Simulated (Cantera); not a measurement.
A Cantera script and its output.

```python
import numpy as np
import cantera as ct

surf = ct.Interface("ptcombust.yaml", "Pt_surf")
gas = surf.adjacent["gas"]
gas.TPX = 850, 260000, {'CH4': 0.0023, 'O2': 0.011, 'N2': 0.79, 'H2O': 0.0062}
surf.TP = 850, 260000
reactor = ct.FlowReactor(gas, clone=False)
reactor.area = 0.0001  # m2
reactor.surface_area_to_volume_ratio = 5100  # 1/m
reactor.mass_flow_rate = 2.1 * reactor.area * gas.density  # inlet velocity 2.1 m/s
reactor.energy_enabled = False
wall = ct.ReactorSurface(surf, reactor, clone=False)
net = ct.ReactorNet([reactor])
net.rtol, net.atol = 1e-8, 1e-16
show, cover = ['CH4', 'O2', 'H2O', 'CO2', 'CO'], ['PT(S)', 'H(S)', 'O(S)', 'OH(S)', 'CO(S)', 'C(S)']

rows = []
print(f"{'z/m':>9s}{'u/(m/s)':>9s}" + "".join(f"{s:>13s}" for s in show + cover))
for z in [3.2e-05, 5.3e-05, 8.8e-05, 0.00015, 0.00025, 0.00041, 0.00068, 0.0011, 0.0019, 0.0032]:
    net.advance(z)
    rows.append([reactor.speed, *gas[show].X, *surf[cover].coverages])
    print(f"{z:9.4g}{rows[-1][0]:9.3g}" + "".join(f"{x:13.4e}" for x in rows[-1][1:]))
```

It prints:

```
      z/m  u/(m/s)          CH4           O2          H2O          CO2           CO        PT(S)         H(S)         O(S)        OH(S)        CO(S)         C(S)
  3.2e-05      2.1   2.8387e-03   1.3584e-02   7.6642e-03   2.4500e-06   1.3264e-07   9.4477e-02   5.0675e-08   9.0208e-01   3.4235e-03   1.3521e-05   3.6150e-08
  5.3e-05      2.1   2.8370e-03   1.3580e-02   7.6676e-03   4.0720e-06   2.0471e-07   9.4487e-02   5.0694e-08   9.0207e-01   3.4244e-03   1.3606e-05   3.6138e-08
  8.8e-05      2.1   2.8342e-03   1.3575e-02   7.6732e-03   6.7955e-06   3.0335e-07   9.4503e-02   5.0726e-08   9.0205e-01   3.4259e-03   1.3720e-05   3.6116e-08
  0.00015      2.1   2.8292e-03   1.3565e-02   7.6832e-03   1.1666e-05   4.2782e-07   9.4529e-02   5.0780e-08   9.0202e-01   3.4286e-03   1.3860e-05   3.6076e-08
  0.00025      2.1   2.8211e-03   1.3549e-02   7.6993e-03   1.9596e-05   5.4185e-07   9.4567e-02   5.0865e-08   9.0198e-01   3.4327e-03   1.3977e-05   3.6008e-08
  0.00041      2.1   2.8083e-03   1.3523e-02   7.7250e-03   3.2359e-05   6.1537e-07   9.4622e-02   5.0995e-08   9.0192e-01   3.4393e-03   1.4028e-05   3.5895e-08
  0.00068      2.1   2.7867e-03   1.3480e-02   7.7681e-03   5.3901e-05   6.4158e-07   9.4712e-02   5.1211e-08   9.0182e-01   3.4503e-03   1.3990e-05   3.5701e-08
   0.0011      2.1   2.7534e-03   1.3413e-02   7.8348e-03   8.7215e-05   6.3932e-07   9.4848e-02   5.1544e-08   9.0166e-01   3.4673e-03   1.3877e-05   3.5397e-08
   0.0019      2.1   2.6907e-03   1.3288e-02   7.9601e-03   1.4988e-04   6.2574e-07   9.5107e-02   5.2172e-08   9.0137e-01   3.4990e-03   1.3651e-05   3.4820e-08
   0.0032      2.1   2.5911e-03   1.3089e-02   8.1593e-03   2.4948e-04   6.0369e-07   9.5524e-02   5.3176e-08   9.0091e-01   3.5493e-03   1.3286e-05   3.3888e-08
```

Cantera simulation using Deutschmann's 1995 Pt surface mechanism with GRI-Mech 3.0 gas chemistry; the numbers are that mechanism's predictions, not measurements. Catalytic surfaces can have several steady states; this one follows from the mechanism file's or the stated starting coverage. Mass transfer to the wall is taken as infinitely fast.
